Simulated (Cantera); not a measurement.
A closed system holds: 1 mol Si, 0.2 mol CO₂, 14 mol H₂, held at 0.133 bar.

These are equilibrium values from Cantera (NASA tables, ideal gas, pure condensed phases), not measurements of a reactor. Candidate condensed phases: C, C₆H₆, C₇H₈, C₈H₁₈, H₂O, Si, SiC, SiO₂; 123 gas species. Mutual solubility and eutectic melting of coexisting phases are not modelled. Gases not in the tables: Si₂H₆ and higher silanes. Rates play no part.

**Question.** At 1700 K, list the 5 most abundant gas species with their mole fractions, and the condensed phases.

**Answer.** H₂ 0.972, SiO 0.0263, CO 0.00142, H 0.000398, SiH₂ 1.38e-5. Condensed: Si(l) + SiC(s).
